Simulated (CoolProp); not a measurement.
Properties of fluorine along the isotherm -72.25 °C.

Computed with CoolProp (reference Helmholtz-energy equation of state, de Reuck 1990).

```
p (MPa)          phase  density (kg/m³)  fugacity coefficient
-------  -------------  ---------------  --------------------
2                  gas            47.60                     ?
4                  gas            99.91                0.9157
6        supercritical            157.3                0.8759
8        supercritical                ?                0.8385
10       supercritical                ?                0.8036
12       supercritical                ?                0.7713
14       supercritical            431.3                     ?
16       supercritical            499.9                0.7159
18       supercritical                ?                     ?
20       supercritical                ?                0.6739
```

Q: Some entries are withheld; supply them.

A: 
- 2, fugacity coefficient: 0.9574
- 8, density (kg/m³): 219.9
- 10, density (kg/m³): 287.7
- 12, density (kg/m³): 359.3
- 14, fugacity coefficient: 0.7420
- 18, density (kg/m³): 562.7
- 18, fugacity coefficient: 0.6933
- 20, density (kg/m³): 619.0
